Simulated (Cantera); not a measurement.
Equilibrium for abatement and gas-phase synthesis: HCl + H2O + O2

Input: 1 mol HCl, 0.086 mol H2O, 0.091 mol O2, held at 70.0 Pa.

Equilibrium computed with Cantera from the NASA thermochemical tables; the gas is ideal and each condensed phase is pure. Candidate condensed phases: H2O; 14 gas species. The numbers say what is thermodynamically allowed, not how fast it happens.

```tsv
T (K)	x HCl	x Cl	x H	x H2O	x H2	x O	x O2	x OH
1798	0.649	0.163	0.000539	0.148	0.00164	0.000817	0.0328	0.00321
1848	0.629	0.179	0.00107	0.154	0.00286	0.00121	0.0287	0.00424
1898	0.608	0.195	0.00206	0.158	0.00484	0.00175	0.0250	0.00549
1948	0.586	0.211	0.00380	0.161	0.00794	0.00247	0.0217	0.00696
1998	0.562	0.227	0.00678	0.161	0.0125	0.00344	0.0191	0.00868
2048	0.534	0.244	0.0116	0.159	0.0189	0.00474	0.0171	0.0107
2098	0.503	0.262	0.0191	0.154	0.0270	0.00653	0.0159	0.0129
2148	0.467	0.281	0.0301	0.146	0.0366	0.00898	0.0152	0.0155
2198	0.426	0.301	0.0456	0.135	0.0469	0.0123	0.0149	0.0182
2248	0.382	0.321	0.0663	0.121	0.0570	0.0169	0.0150	0.0210
2298	0.335	0.340	0.0929	0.104	0.0658	0.0228	0.0151	0.0237
2348	0.287	0.358	0.125	0.0864	0.0722	0.0303	0.0151	0.0258
2398	0.240	0.372	0.163	0.0681	0.0753	0.0394	0.0147	0.0271
```
x: gas mole fraction; nothing condenses.

From 1798 K to 2398 K nothing is condensed.
